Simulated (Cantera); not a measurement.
Cantera run:

```python
import numpy as np
import cantera as ct

gas_names = """
    CL CL2 H HCL H2 Si SiCL SiCL2 SiCL3 SiCL4 SiH SiHCL3 SiH2 SiH2CL2 SiH3 SiH3CL SiH4 Si2 Si3
""".split()
cond_names = """
    Si(cr) Si(L)
""".split()


# ... load() reads the species with a 1 bar reference pressure and builds the phases ...
atoms = {
    'Si': {'Si': 1},
    'HCl': {'H': 1, 'CL': 1},
    'H2': {'H': 2},
}
top_T = {}  # K; cautious upper limits of use, not melting points


# ... equilibrate(T, P, feed) seeds the gas with the atoms and calls Mixture.equilibrate('TP', solver="vcs", rtol=1e-11, max_steps=5000) ...
results = []
feed = {'Si': 1, 'HCl': 2.3, 'H2': 27}  # mol
T = 523  # K
P = 10000  # Pa
mix = equilibrate(T, P, feed)
results.append((T, P, feed, dict(zip(mix.species_names, mix.species_moles))))
x = sorted(zip(gas.X, gas.species_names), reverse=True)
print(f"T = {T:g} K  P = {P:g} Pa  gas = {mix.phase_moles(0):.4g} mol")
print("   x: " + "  ".join(f"{s} {v:.3e}" for v, s in x if v > 1e-06))
print("   condensed (mol): " + ("  ".join(f"{mix.phase(i).name} {mix.phase_moles(i):.4g}"
      for i in range(1, mix.n_phases) if mix.phase_moles(i) > 1e-12) or "none"))
```

It prints:

```
T = 523 K  P = 10000 Pa  gas = 28.66 mol
   x: H2 9.776e-01  SiCL4 1.329e-02  SiHCL3 8.885e-03  SiH2CL2 2.253e-04  HCL 4.957e-06  SiH3CL 1.014e-06
   condensed (mol): Si(cr) 0.3581
```

These are equilibrium values from Cantera (NASA tables, ideal gas, pure condensed phases), not measurements of a reactor.
